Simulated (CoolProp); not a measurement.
Vapour-liquid equilibrium of n-heptane (1) + ethylbenzene (2) at 1.08 kPa; x and y are mole fractions of (1).

Computed with CoolProp (multi-fluid Helmholtz-energy mixture model, Span 2003 and Zhou 2012; pair parameters Bell 2016).

| x | bubble temperature, mixture model (°C) | bubble temperature, Raoult's law (°C) | y, mixture model | y, Raoult's law |
|---|---|---|---|---|
| 0.05 | 17.2 | 19.0 | 0.289 | 0.208 |
| 0.125 | 12.2 | 15.2 | 0.518 | 0.423 |
| 0.2 | 8.7 | 12.0 | 0.643 | 0.568 |
| 0.275 | 6.1 | 9.3 | 0.722 | 0.671 |
| 0.35 | 4.1 | 6.9 | 0.777 | 0.747 |
| 0.425 | 2.5 | 4.9 | 0.818 | 0.805 |
| 0.5 | 1.1 | 3.1 | 0.851 | 0.850 |
| 0.575 | -0.1 | 1.5 | 0.879 | 0.886 |
| 0.65 | -1.2 | 0.0 | 0.903 | 0.916 |
| 0.725 | -2.2 | -1.4 | 0.925 | 0.940 |
| 0.8 | -3.1 | -2.6 | 0.946 | 0.960 |
| 0.875 | -4.0 | -3.7 | 0.967 | 0.977 |
| 0.95 | -4.9 | -4.8 | 0.987 | 0.991 |

The largest gap from Raoult's law is -3.3 K in bubble temperature, at x = 0.2. No azeotrope shows between x = 0.05 and 0.95.

The pair parameters rest on a limited set of measurements; away from them the model extrapolates.
